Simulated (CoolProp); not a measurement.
The fluid at 334.44 K and 0.0252 MPa flows at 13 m/s in a round tube of 25 mm bore and 1.5 µm roughness, fully developed (64/Re and Nu = 3.66 if laminar; Colebrook and Gnielinski if turbulent). The same conditions are run with several fluids, on thermodynamics alone (safety and materials aside).

Values from CoolProp's reference Helmholtz-energy equation of state of each fluid (R123: Younglove 1994; R125: Lemmon 2005; n-butane: Bücker 2006; isobutane: Bücker 2006; propylene: Lemmon 2013).

Q: Rank R123, R125, n-butane, isobutane, propylene by Reynolds number, highest first.

A: R123 (37500), R125 (24500), n-butane (20700), isobutane (20500), propylene (12900)

```
fluid      Darcy friction factor  pressure drop (Pa/m)  heat-transfer coefficient (W/(m² K))  mass flow (kg/h)
---------  ---------------------  --------------------  ------------------------------------  ----------------
R123                      0.0225                   106                                  39.9              32.1
R125                      0.0248                  91.4                                  41.1              25.1
n-butane                  0.0258                  46.2                                  44.7              12.2
isobutane                 0.0259                  46.2                                  44.8              12.2
propylene                 0.0290                  37.5                                  31.7              8.78
```

Transport values come from each fluid's own correlations; those of propylene are estimates that may be off by 10 % or more.
